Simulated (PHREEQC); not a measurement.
A solution holds 0.19 mol/kgw CdSO4 and 0.00098 mol/kgw HCl, at 20 °C. Closed to the air; pH follows from the charge balance.

The numbers come from PHREEQC with the ion-association model, phreeqc.dat.

| quantity | before | after |
|---|---|---|
| pH | 3.43 | 5.08 |
| ionic strength (mol/kgw) | 0.331 | 0.00620 |
| SO4-2 (mol/kgw) | 0.0475 | 0.00154 |
| HSO4- (mol/kgw) | 0.000508 | 8.76e-7 |

Q: Which change was made?
(A) CdSO4 replaced by NH4HSO4 at the same molality
(B) CdSO4 from 0.19 to 0.019 mol/kgw
(C) diluted 100-fold with water
(D) HCl left out
(E) CdSO4 replaced by ZnSO4 at the same molality

A: C, diluted 100-fold with water

Precipitation was switched off in this run.
